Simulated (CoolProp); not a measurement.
R245ca along the isobar 4.44 MPa: Z from the reference equation and from simpler models built on Tc = 174.4 °C, pc = 3.941 MPa, ω = 0.355; each cubic takes its own stable root.

Computed with CoolProp (reference Helmholtz-energy equation of state, Zhou 2016).

| T (°C) | phase | reference | van der Waals | Peng-Robinson |
|---|---|---|---|---|
| 72.05 | liquid | 0.1623 | 0.2614 | 0.1558 |
| 83.65 | liquid | 0.1612 | 0.2589 | [?] |
| 95.35 | liquid | 0.1606 | 0.2574 | [?] |
| 106.95 | liquid | 0.1606 | [?] | 0.1569 |
| 118.65 | liquid | 0.1613 | 0.2574 | 0.1593 |
| 130.25 | liquid | 0.1631 | [?] | 0.1633 |
| 141.95 | liquid | 0.1663 | 0.2634 | 0.1697 |
| 153.55 | liquid | [?] | 0.2703 | 0.1800 |
| 165.25 | liquid | 0.1830 | 0.2826 | [?] |
| 176.85 | supercritical | 0.2152 | 0.3075 | 0.2471 |

Fill in the missing entries.


- 83.65, Peng-Robinson: 0.1553
- 95.35, Peng-Robinson: 0.1556
- 106.95, van der Waals: 0.2568
- 130.25, van der Waals: 0.2594
- 153.55, reference: 0.1720
- 165.25, Peng-Robinson: 0.1987
